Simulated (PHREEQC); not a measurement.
Dissolve 0.048 mol/kgw H2SeO4, 0.0089 mol/kgw HCl and 0.067 mol/kgw CaCl2 at 75 °C. Closed to the air; pH follows from the charge balance.

All values are PHREEQC results (ion-association model, wateq4f.dat), not measurements.

Each row changes one thing in this solution. Precipitation was switched off in this run.

| case | pH | ionic strength (mol/kgw) | HSeO4- (mol/kgw) | SeO4-2 (mol/kgw) |
|---|---|---|---|---|
| as made | 1.27 | 0.283 | 0.0356 | 0.0124 |
| diluted 10-fold with water | 2.13 | 0.0316 | 0.00188 | 0.00292 |
| temperature from 75 to 50 °C | 1.24 | 0.291 | 0.0313 | 0.0167 |
| 0.0025 mol/kgw KHCO3 added | 1.29 | 0.283 | 0.0353 | 0.0127 |
| 0.0043 mol/kgw HF added | 1.27 | 0.283 | 0.0356 | 0.0124 |
| diluted 5-fold with water | 1.87 | 0.0612 | 0.00481 | 0.00479 |
| CaCl2 replaced by NaCl at the same molality | 1.27 | 0.146 | 0.0368 | 0.0112 |
| temperature from 75 to 80 °C | 1.28 | 0.281 | 0.0363 | 0.0117 |

Species that the database lacks are ignored. Constants without temperature data keep their 25 °C values here.
